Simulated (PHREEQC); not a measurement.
HCl is added in steps, without added water, to 1 kg of water holding 39 mmol/kgw CuCl2 and 3 mmol/kgw FeCl3, at 25 °C. O2 is buffered at 0.21 atm. No CO2 enters from the air. Solids allowed: Hematite. Others were left out.

Base run: PHREEQC, ion-association model, phreeqc.dat. Each further column changes one thing. The table gives pH.

```
HCl added (mol)  base  diluted 2-fold with water  FeCl3 from 0.003 to 0.03 mol/kgw  CuCl2 from 0.039 to 0.0078 mol/kgw  no solid may form
---------------  ----  -------------------------  --------------------------------  ----------------------------------  -----------------
0                2.13                       2.42                              1.14                                2.11               2.79
0.0032           2.00                       2.19                              1.13                                1.98               2.45
0.0072           1.88                       2.01                              1.11                                1.85               2.19
0.0104           1.80                       1.90                              1.10                                1.78               2.05
0.0144           1.72                       1.80                              1.08                                1.70               1.92
0.0176           1.67                       1.73                              1.07                                1.64               1.84
0.0216           1.60                       1.66                              1.05                                1.58               1.75
0.0248           1.56                       1.61                              1.04                                1.54               1.69
0.0288           1.51                       1.56                              1.03                                1.50               1.63
0.032            1.48                       1.52                              1.02                                1.46               1.59
```

 In at least one series the solution becomes supersaturated in solids that the run did not let form, among them Hematite.
